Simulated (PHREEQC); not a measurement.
1 kg of water holding 0.0058 mol KHCO3 and 0.017 mol K2SO4 is evaporated at 40 °C; the solids stay in contact with the brine. CO2 from the air is kept out. Only these solids could form: Arcanite, Kalicinite, Misenite.

All values are PHREEQC results (Pitzer model, pitzer.dat), not measurements.

```json
[
 {"water left (kg)": "1", "ionic strength": "0.0569", "water activity": "0.999", "Arcanite (mol)": "0", "C in solution (mol/kgw)": "0.00580", "K in solution (mol/kgw)": "0.0398"},
 {"water left (kg)": "0.8219", "ionic strength": "0.0692", "water activity": "0.999", "Arcanite (mol)": "0", "C in solution (mol/kgw)": "0.00706", "K in solution (mol/kgw)": "0.0484"},
 {"water left (kg)": "0.6755", "ionic strength": "0.0842", "water activity": "0.999", "Arcanite (mol)": "0", "C in solution (mol/kgw)": "0.00859", "K in solution (mol/kgw)": "0.0589"},
 {"water left (kg)": "0.4563", "ionic strength": "0.125", "water activity": "0.998", "Arcanite (mol)": "0", "C in solution (mol/kgw)": "0.0127", "K in solution (mol/kgw)": "0.0872"},
 {"water left (kg)": "0.375", "ionic strength": "0.152", "water activity": "0.997", "Arcanite (mol)": "0", "C in solution (mol/kgw)": "0.0155", "K in solution (mol/kgw)": "0.106"},
 {"water left (kg)": "0.3082", "ionic strength": "0.185", "water activity": "0.997", "Arcanite (mol)": "0", "C in solution (mol/kgw)": "0.0188", "K in solution (mol/kgw)": "0.129"},
 {"water left (kg)": "0.2533", "ionic strength": "0.225", "water activity": "0.996", "Arcanite (mol)": "0", "C in solution (mol/kgw)": "0.0229", "K in solution (mol/kgw)": "0.157"},
 {"water left (kg)": "0.2082", "ionic strength": "0.273", "water activity": "0.996", "Arcanite (mol)": "0", "C in solution (mol/kgw)": "0.0279", "K in solution (mol/kgw)": "0.191"},
 {"water left (kg)": "0.1711", "ionic strength": "0.332", "water activity": "0.995", "Arcanite (mol)": "0", "C in solution (mol/kgw)": "0.0339", "K in solution (mol/kgw)": "0.233"},
 {"water left (kg)": "0.1156", "ionic strength": "0.492", "water activity": "0.992", "Arcanite (mol)": "0", "C in solution (mol/kgw)": "0.0502", "K in solution (mol/kgw)": "0.344"},
 {"water left (kg)": "0.09502", "ionic strength": "0.599", "water activity": "0.991", "Arcanite (mol)": "0", "C in solution (mol/kgw)": "0.0610", "K in solution (mol/kgw)": "0.419"},
 {"water left (kg)": "0.07809", "ionic strength": "0.729", "water activity": "0.989", "Arcanite (mol)": "0", "C in solution (mol/kgw)": "0.0743", "K in solution (mol/kgw)": "0.510"},
 {"water left (kg)": "0.06418", "ionic strength": "0.886", "water activity": "0.987", "Arcanite (mol)": "0", "C in solution (mol/kgw)": "0.0904", "K in solution (mol/kgw)": "0.620"},
 {"water left (kg)": "0.05276", "ionic strength": "1.08", "water activity": "0.984", "Arcanite (mol)": "0", "C in solution (mol/kgw)": "0.110", "K in solution (mol/kgw)": "0.754"},
 {"water left (kg)": "0.04335", "ionic strength": "1.31", "water activity": "0.981", "Arcanite (mol)": "0", "C in solution (mol/kgw)": "0.134", "K in solution (mol/kgw)": "0.918"},
 {"water left (kg)": "0.0293", "ionic strength": "1.94", "water activity": "0.973", "Arcanite (mol)": "0", "C in solution (mol/kgw)": "0.198", "K in solution (mol/kgw)": "1.36"},
 {"water left (kg)": "0.02407", "ionic strength": "2.32", "water activity": "0.968", "Arcanite (mol)": "0.000353", "C in solution (mol/kgw)": "0.241", "K in solution (mol/kgw)": "1.62"},
 {"water left (kg)": "0.01979", "ionic strength": "2.32", "water activity": "…", "Arcanite (mol)": "0.00364", "C in solution (mol/kgw)": "0.293", "K in solution (mol/kgw)": "1.64"},
 {"water left (kg)": "0.01627", "ionic strength": "2.33", "water activity": "0.966", "Arcanite (mol)": "0.00632", "C in solution (mol/kgw)": "0.356", "K in solution (mol/kgw)": "1.67"},
 {"water left (kg)": "0.01337", "ionic strength": "…", "water activity": "0.964", "Arcanite (mol)": "0.00852", "C in solution (mol/kgw)": "0.434", "K in solution (mol/kgw)": "1.70"},
 {"water left (kg)": "0.01099", "ionic strength": "2.36", "water activity": "0.963", "Arcanite (mol)": "0.0103", "C in solution (mol/kgw)": "0.528", "K in solution (mol/kgw)": "1.74"},
 {"water left (kg)": "0.007427", "ionic strength": "…", "water activity": "0.957", "Arcanite (mol)": "0.0129", "C in solution (mol/kgw)": "0.781", "K in solution (mol/kgw)": "…"},
 {"water left (kg)": "0.006094", "ionic strength": "2.50", "water activity": "0.953", "Arcanite (mol)": "0.0139", "C in solution (mol/kgw)": "0.952", "K in solution (mol/kgw)": "1.97"},
 {"water left (kg)": "0.005013", "ionic strength": "2.59", "water activity": "0.949", "Arcanite (mol)": "0.0146", "C in solution (mol/kgw)": "1.16", "K in solution (mol/kgw)": "2.10"}
]
```

### Question
Complete the blanks.

### Answer

- 0.01979, water activity: 0.967
- 0.01337, ionic strength: 2.34
- 0.007427, ionic strength: 2.43
- 0.007427, K in solution (mol/kgw): 1.87

Away from 25 °C the constants follow the database's enthalpies or fits; those with neither stay at their 25 °C values.
